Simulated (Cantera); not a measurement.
Cantera run, input and output.

```python
import numpy as np
import cantera as ct

gas = ct.Solution("gri30.yaml")
gas.TPX = 1600, 480000, {'CH4': 1, 'O2': 5.13, 'N2': 19.3, 'CO2': 1.7}
reactor = ct.IdealGasConstPressureReactor(gas, energy="on", clone=False)
net = ct.ReactorNet([reactor])
net.rtol, net.atol = 1e-08, 1e-16
show = ['CH4', 'O2', 'CO2', 'CH3', 'N2O', 'OH', 'C2H4']
times = np.geomspace(1e-06, 0.5, 15)

steps = ct.SolutionArray(gas, extra=["t"])
rows = []
print(f"{'t/s':>10s}{'T/K':>9s}{'P/Pa':>11s}" + "".join(f"{s:>11s}" for s in show))
for t in times:
    while net.time < t:
        t_next = net.step()
        steps.append(gas.state, t=t_next)
    rows.append([np.interp(t, steps.t, y) for y in (steps.T, steps.P, *steps(*show).X.T)])
    print(f"{t:10.3e}{rows[-1][0]:9.1f}{rows[-1][1]:11.4g}" + "".join(f"{x:11.3e}" for x in rows[-1][2:]))
rate = np.gradient(steps.T, steps.t)
print("integrator steps:", len(steps.t))
if steps.T.max() > steps.T[0] + 200:
    print(f"time of steepest temperature rise: {steps.t[rate.argmax()]:.4e} s")
gas.TPX = 1600, 480000, {'CH4': 1, 'O2': 5.13, 'N2': 19.3, 'CO2': 1.7}
gas.equilibrate("HP")
print(f"equilibrium (HP): T = {gas.T:.1f} K  " + "  ".join(f"{s} {gas[s].X[0]:.3e}" for s in show))
```

Result:

```
       t/s      T/K       P/Pa        CH4         O2        CO2        CH3        N2O         OH       C2H4
 1.000e-06   1600.0    4.8e+05  3.686e-02  1.891e-01  6.266e-02  1.098e-06  2.612e-12  5.120e-08  3.608e-12
 2.553e-06   1600.0    4.8e+05  3.686e-02  1.891e-01  6.266e-02  3.187e-06  1.116e-11  7.618e-08  1.121e-10
 6.518e-06   1600.0    4.8e+05  3.685e-02  1.891e-01  6.266e-02  9.681e-06  5.524e-11  1.528e-07  2.943e-09
 1.664e-05   1600.0    4.8e+05  3.681e-02  1.891e-01  6.266e-02  3.515e-05  2.999e-10  4.604e-07  9.348e-08
 4.249e-05   1600.7    4.8e+05  3.647e-02  1.889e-01  6.266e-02  1.661e-04  1.807e-09  2.481e-06  5.258e-06
 1.085e-04   1705.3    4.8e+05  2.130e-02  1.734e-01  6.256e-02  1.180e-03  5.737e-08  2.043e-04  1.098e-03
 2.770e-04   2313.4    4.8e+05  5.412e-19  1.147e-01  9.744e-02  2.532e-18  1.281e-06  3.894e-03  6.148e-28
 7.071e-04   2314.9    4.8e+05  3.280e-20  1.146e-01  9.760e-02  1.983e-19  1.228e-06  3.808e-03  2.376e-30
 1.805e-03   2314.3    4.8e+05  3.073e-20  1.144e-01  9.760e-02  1.856e-19  1.226e-06  3.799e-03  1.212e-30
 4.609e-03   2312.9    4.8e+05  3.015e-20  1.141e-01  9.761e-02  1.813e-19  1.222e-06  3.777e-03  1.170e-30
 1.177e-02   2309.6    4.8e+05  2.884e-20  1.133e-01  9.765e-02  1.719e-19  1.216e-06  3.726e-03  1.078e-30
 3.004e-02   2303.5    4.8e+05  2.646e-20  1.117e-01  9.770e-02  1.551e-19  1.212e-06  3.631e-03  9.198e-31
 7.671e-02   2296.8    4.8e+05  2.403e-20  1.100e-01  9.776e-02  1.382e-19  1.218e-06  3.530e-03  7.708e-31
 1.958e-01   2294.6    4.8e+05  2.328e-20  1.094e-01  9.778e-02  1.332e-19  1.222e-06  3.498e-03  7.277e-31
 5.000e-01   2294.5    4.8e+05  2.326e-20  1.094e-01  9.778e-02  1.330e-19  1.222e-06  3.497e-03  7.265e-31
integrator steps: 1761
time of steepest temperature rise: 1.1622e-04 s
equilibrium (HP): T = 2294.5 K  CH4 3.547e-20  O2 1.094e-01  CO2 9.778e-02  CH3 2.028e-19  N2O 1.222e-06  OH 3.497e-03  C2H4 9.505e-31
```

Detailed kinetics in Cantera: GRI-Mech 3.0 (53 species, 325 reactions).
